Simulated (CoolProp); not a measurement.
A single-stage vapour-compression cycle with tetrahydrofuran: evaporating at 301.15 K (dew point), condensing at 371.15 K (bubble point), superheat 10 K, subcooling 8 K, compressor efficiency 0.75, no pressure losses. Each further row changes one setting.

Computed with CoolProp (reference Helmholtz-energy equation of state, Fiedler 2023).

```json
[
 {"case": "as stated", "cooling COP": "2.75", "pressure ratio": "10.5", "discharge temperature (K)": "408.6", "refrigerating effect (kJ/kg)": "339", "volumetric capacity (kJ/m³)": "235"},
 {"case": "evaporating temperature 306.15 K", "cooling COP": "3.06", "pressure ratio": "8.50", "discharge temperature (K)": "?", "refrigerating effect (kJ/kg)": "?", "volumetric capacity (kJ/m³)": "290"},
 {"case": "condensing temperature 366.15 K", "cooling COP": "?", "pressure ratio": "9.18", "discharge temperature (K)": "403.1", "refrigerating effect (kJ/kg)": "349", "volumetric capacity (kJ/m³)": "242"},
 {"case": "subcooling 13 K", "cooling COP": "2.83", "pressure ratio": "10.5", "discharge temperature (K)": "408.6", "refrigerating effect (kJ/kg)": "349", "volumetric capacity (kJ/m³)": "242"},
 {"case": "superheat 20 K", "cooling COP": "?", "pressure ratio": "10.5", "discharge temperature (K)": "?", "refrigerating effect (kJ/kg)": "351", "volumetric capacity (kJ/m³)": "235"},
 {"case": "compressor efficiency 0.65", "cooling COP": "2.38", "pressure ratio": "10.5", "discharge temperature (K)": "420.7", "refrigerating effect (kJ/kg)": "339", "volumetric capacity (kJ/m³)": "235"}
]
```

Fill in the missing entries.


- evaporating temperature 306.15 K, discharge temperature (K): 405.2
- evaporating temperature 306.15 K, refrigerating effect (kJ/kg): 345
- condensing temperature 366.15 K, cooling COP: 3.02
- superheat 20 K, cooling COP: 2.76
- superheat 20 K, discharge temperature (K): 418.2
